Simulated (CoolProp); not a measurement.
A closed Brayton cycle with dry air: compressor inlet 313.15 K and 2.6 MPa, high pressure 5.24 MPa, turbine inlet 860 K, compressor efficiency 0.89, turbine efficiency 0.85, recuperator effectiveness 0.9 (on enthalpy, no pinch check). Each further row changes one setting.

The numbers come from the reference Helmholtz-energy equation of state, Lemmon 2000 in CoolProp. It is a pseudo-pure fit of the blend.

```tsv
case	thermal efficiency (%)	net work (kJ/kg)	compressor to turbine work	compressor exit (K)	turbine exit (K)
as stated	32.8	57.5	0.58	391.8	737.5
turbine inlet 810 K	30.4	49.5	0.61	391.8	693.5
compressor inlet 323.15 K	31.5	54.9	0.60	404.1	737.5
high pressure 4.45 MPa	31.8	47.7	0.55	372.0	764.4
recuperator effectiveness 0.5	17.9	57.5	0.58	391.8	737.5
```
